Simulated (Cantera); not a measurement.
Cantera run:

```python
import numpy as np
import cantera as ct

gas_names = """
    C CO COS CO2 CS CS2 C2 C2O C3 C3O2 C4 C5 Mg MgO MgS Mg2 O O2 O3 S SO SO2 SO3 S2 S2O S8
""".split()
cond_names = """
    C(gr) Mg(cr) Mg(L) MgCO3(s) MgO(s) MgO(L) MgS(s) MgSO4(s) MgSO4(L) S(cr1) S(cr2) S(L)
""".split()


# ... load() reads the species with a 1 bar reference pressure and builds the phases ...
atoms = {
    'MgSO4': {'Mg': 1, 'S': 1, 'O': 4},
    'C': {'C': 1},
    'O2': {'O': 2},
}
top_T = {'C(gr)': 4500, 'MgS(s)': 2250}  # K; cautious upper limits of use, not melting points


# ... equilibrate(T, P, feed) seeds the gas with the atoms and calls Mixture.equilibrate('TP', solver="vcs", rtol=1e-11, max_steps=5000) ...
results = []
feed = {'MgSO4': 1, 'C': 0.052, 'O2': 0.015}  # mol
P = 1000  # Pa
for T in [723, 823, 923, 1023, 1123, 1223, 1323, 1423, 1523, 1623, 1723, 1823, 1923, 2023]:
    mix = equilibrate(T, P, feed)
    results.append((T, P, feed, dict(zip(mix.species_names, mix.species_moles))))

top = {s: max(r[3][s] / sum(r[3][g] for g in gas_names) for r in results) for s in gas_names}
cols = sorted((s for s in top if top[s] > 0.0001), key=lambda s: -top[s])[:6]
seen = [c for c in cond_names if any(r[3].get(c, 0) > 1e-12 for r in results)]
print("log10 of partial pressures in bar; condensed amounts in mol")
print(f"{'T/K':>10s}" + "".join(f"{s[:9]:>10s}" for s in cols + seen))
for T, P, feed, n in results:
    ng = sum(n[g] for g in gas_names)
    print(f"{T:10.4g}" + "".join(f"{np.log10(max(n[s] / ng * P / 1e5, 1e-99)):10.3f}" for s in cols)
          + "".join(f"{n.get(c, 0):10.4g}" for c in seen))
```

It prints:

```
log10 of partial pressures in bar; condensed amounts in mol
       T/K       SO2       CO2        O2       SO3         O        SO    MgO(s)  MgSO4(s)
       723    -2.232    -2.384   -21.805   -10.912   -25.751    -9.103   0.07382    0.9262
       823    -2.231    -2.384   -15.122    -8.434   -20.199    -9.787     0.074     0.926
       923    -2.231    -2.384    -9.916    -6.506   -15.862   -10.309     0.074     0.926
      1023    -2.232    -2.385    -5.755    -4.967   -12.384   -10.716   0.07418    0.9258
      1123    -2.188    -3.461    -2.524    -3.751    -9.619   -10.913         1         0
      1223    -2.184    -3.463    -2.519    -4.112    -8.653    -9.762         1         0
      1323    -2.182    -3.464    -2.517    -4.421    -7.833    -8.785         1         0
      1423    -2.181    -3.464    -2.516    -4.686    -7.129    -7.947         1         0
      1523    -2.181    -3.464    -2.515    -4.916    -6.516    -7.219         1         0
      1623    -2.181    -3.464    -2.515    -5.117    -5.978    -6.581         1         0
      1723    -2.181    -3.465    -2.515    -5.294    -5.503    -6.017         1         0
      1823    -2.181    -3.467    -2.516    -5.452    -5.079    -5.516         1         0
      1923    -2.182    -3.470    -2.516    -5.593    -4.700    -5.067         1         0
      2023    -2.184    -3.478    -2.517    -5.721    -4.357    -4.664         1         0
```

Equilibrium computed with Cantera from the NASA thermochemical tables; the gas is ideal and each condensed phase is pure. Mutual solubility and eutectic melting of coexisting phases are not modelled. Gases not in the tables: S3 to S7.
